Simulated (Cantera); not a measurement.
An adiabatic, constant-volume homogeneous reactor starts with CH₃OH : O₂ : N₂ = 1 : 0.833 : 3.13 (molar parts), equivalence ratio 1.8, at 1675 K and 0.987 atm. Integrator tolerance rtol = 1e-08.

Model: GRI-Mech 3.0 (53 species, 325 reactions), integrated in Cantera. GRI-Mech 3.0 was tuned for natural gas; its chemistry of methanol as a main component is partial and can be far from experiment.

What does this change do: pressure from 0.987 atm to 3.16 atm?


```json
[
 {"quantity": "time of steepest temperature rise", "before": "38.7 µs", "after": "13.4 µs"},
 {"quantity": "temperature at 0.400 s", "before": "2918 K", "after": "3016 K"},
 {"quantity": "equilibrium temperature", "before": "2918 K", "after": "3016 K"},
 {"quantity": "x(CH₃OH) at 0.400 s", "before": "<1e-12 (gas-phase equilibrium <1e-12)", "after": "<1e-12 (gas-phase equilibrium <1e-12)"},
 {"quantity": "x(O₂) at 0.400 s", "before": "0.00232 (gas-phase equilibrium 0.00232)", "after": "0.00149 (gas-phase equilibrium 0.00149)"},
 {"quantity": "x(NO) at 0.400 s", "before": "0.00360 (gas-phase equilibrium 0.00360)", "after": "0.00327 (gas-phase equilibrium 0.00327)"},
 {"quantity": "x(H₂O) at 0.400 s", "before": "0.201 (gas-phase equilibrium 0.201)", "after": "0.208 (gas-phase equilibrium 0.208)"},
 {"quantity": "x(CO₂) at 0.400 s", "before": "0.0358 (gas-phase equilibrium 0.0358)", "after": "0.0363 (gas-phase equilibrium 0.0363)"},
 {"quantity": "x(HCN) at 0.400 s", "before": "5.78e-8 (gas-phase equilibrium 5.78e-8)", "after": "1.84e-7 (gas-phase equilibrium 1.84e-7)"},
 {"quantity": "x(CH₃) at 0.400 s", "before": "8.01e-12 (gas-phase equilibrium 9.50e-12)", "after": "4.72e-11 (gas-phase equilibrium 5.49e-11)"}
]
```
Above 3000 K some thermodynamic fits are extrapolated.

What does this change do: pressure from 0.987 atm to 9.87 atm?


```
quantity                                                              before                                      after
---------------------------------  -----------------------------------------  -----------------------------------------
time of steepest temperature rise                                    38.7 µs                                    5.14 µs
temperature at 0.400 s                                                2918 K                                     3101 K
equilibrium temperature                                               2918 K                                     3101 K
x(CH₃OH) at 0.400 s                    <1e-12 (gas-phase equilibrium <1e-12)  3.97e-12 (gas-phase equilibrium 4.13e-12)
x(O₂) at 0.400 s                     0.00232 (gas-phase equilibrium 0.00232)  0.000865 (gas-phase equilibrium 0.000865)
x(NO) at 0.400 s                     0.00360 (gas-phase equilibrium 0.00360)    0.00276 (gas-phase equilibrium 0.00276)
x(H₂O) at 0.400 s                        0.201 (gas-phase equilibrium 0.201)        0.214 (gas-phase equilibrium 0.214)
x(CO₂) at 0.400 s                      0.0358 (gas-phase equilibrium 0.0358)      0.0368 (gas-phase equilibrium 0.0368)
x(HCN) at 0.400 s                    5.78e-8 (gas-phase equilibrium 5.78e-8)    5.71e-7 (gas-phase equilibrium 5.71e-7)
x(CH₃) at 0.400 s                  8.01e-12 (gas-phase equilibrium 9.50e-12)  2.65e-10 (gas-phase equilibrium 3.04e-10)
```
Above 3000 K some thermodynamic fits are extrapolated.
